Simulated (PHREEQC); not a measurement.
Solution (25 °C): 1.2 mmol/kgw NaHCO3, 0.26 mmol/kgw NH3 and 10 mmol/kgw KCl. Closed to the air; pH follows from the charge balance.

The numbers come from PHREEQC with the ion-association model, phreeqc.dat.

Each row changes one thing in this solution. No solid was allowed to form.

```tsv
case	pH	ionic strength (mol/kgw)	HCO3- (mol/kgw)	NH4+ (mol/kgw)	NH3 (mol/kgw)	CO3-2 (mol/kgw)	SI of Sylvite (KCl)	SI of Halite (NaCl)
as made	9.23	0.0115	0.00108	0.000139	0.000121	0.000119	-5.00	-6.59
NaHCO3 from 0.0012 to 0.0006 mol/kgw	9.41	0.0108	0.000515	0.000113	0.000147	8.41e-5	-4.99	-6.89
KCl from 0.01 to 0.005 mol/kgw	9.25	0.00645	0.00108	0.000135	0.000125	0.000115	-5.58	-6.87
NH3 from 0.00026 to 0.00039 mol/kgw	9.36	0.0115	0.00104	0.000181	0.000209	0.000154	-5.00	-6.59
temperature from 25 to 55 °C	8.70	0.0114	0.00114	9.58e-5	0.000164	5.53e-5	-5.14	-6.61
temperature from 25 to 10 °C	9.53	0.0115	0.00104	0.000167	9.32e-5	0.000156	-4.92	-6.57
NH3 from 0.00026 to 0.00013 mol/kgw	9.02	0.0114	0.00112	8.53e-5	4.47e-5	7.47e-5	-5.00	-6.59
0.0018 mol/kgw NaOH added	10.85	0.0139	0.000205	7.11e-6	0.000253	0.000962	-5.01	-6.20
```

Away from 25 °C the constants follow the database's enthalpies or fits; those with neither stay at their 25 °C values.
